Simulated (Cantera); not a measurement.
Feed: 1 mol Nb, 12 mol N₂O, 21 mol N₂, equilibrated at 120 Torr.

Method: chemical equilibrium by Gibbs-energy minimisation in Cantera with the NASA 1993 tables (ideal gas, pure condensed phases). Candidate condensed phases: Nb, NbO, NbO₂, Nb₂O₅; 12 gas species. Condensed phases not in the tables: the oxides between NbO₂ and Nb₂O₅. Kinetics and transport are ignored.

Question: At 1973 K, list the 4 most abundant gas species with their mole fractions, and the condensed phases.

Answer: N₂ 0.871, O₂ 0.123, NO 0.00571, O 0.000475. Condensed: Nb₂O₅(l).
